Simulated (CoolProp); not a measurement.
Vapour pressure (MPa) of R1336mzz(Z): the reference equation beside estimates from Tc = 171.3 °C, pc = 2.904 MPa, ω = 0.386.

Computed with CoolProp (reference Helmholtz-energy equation of state, McLinden 2020).

```tsv
T (°C)	reference	Lee-Kesler	Peng-Robinson
-39.25	[?]	0.002383	0.002631
-19.35	0.008869	0.008616	0.009156
0.45	0.02529	0.02485	[?]
20.25	0.06085	0.06043	0.06112
40.15	0.1287	0.1288	0.1287
59.95	[?]	[?]	0.2439
79.75	0.4271	0.4301	0.4269
99.65	[?]	0.7049	0.7022
119.45	1.087	1.092	1.093
139.25	[?]	1.623	1.631
```

**Question.** Some entries are withheld; supply them.

**Answer.** 
- -39.25, reference: 0.002474
- 0.45, Peng-Robinson: 0.02566
- 59.95, reference: 0.2443
- 59.95, Lee-Kesler: 0.2457
- 99.65, reference: 0.7006
- 139.25, reference: 1.619

Absolute difference from the reference over all 10 rows, mean and median: Lee-Kesler 1.2 and 0.7 %, Peng-Robinson 1.3 and 0.5 %.
